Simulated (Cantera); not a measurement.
A perfectly stirred reactor is fed with NH3 : H2 = 1 : 0.11 (molar parts), at 0.168 atm; it is held at 1750 K, and followed from long to short residence time.

Computed with Cantera and the gas-phase N/H chemistry of the illustrative SiF4/NH3 mechanism in the Surface Chemkin manual (1991). Walls and surfaces, which speed up NH3 decomposition in real reactors, are not modelled.

One state of this run: x NH3 = 0.874; x H2 = 0.118; x NH2 = 0.000309; x N2 = 0.00686; x H = 1.62e-5; x N2H2 = 2.24e-6. x: mole fraction; the columns are a selection and need not sum to one.

Problem. Which value of τ (s) does it belong to?
(A) 0.30
(B) 1.2
(C) 4.8
(D) 0.074

Solution. D, 0.074
